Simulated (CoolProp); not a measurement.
Isobutane at several states: fugacity coefficient from the reference equation and from simpler models built on Tc = 134.7 °C, pc = 3629 kPa, ω = 0.184; each cubic takes its own stable root.

Model: reference Helmholtz-energy equation of state, Bücker 2006, in CoolProp.

```tsv
T (°C)	p (kPa)	phase	reference	van der Waals	Peng-Robinson
-18.65	153	liquid	0.4866	0.9628	0.4907
158.65	3290	gas	0.7545	0.7674	0.7329
235.15	17.3	gas	0.9992	0.9992	0.9991
167.25	13.2	gas	0.9990	0.9991	0.9989
161.75	7030	supercritical	0.5124	0.5239	0.4987
14.05	2830	liquid	0.09204	0.2627	0.09146
```

At some of these states van der Waals gives the other phase, because its saturation line lies elsewhere.
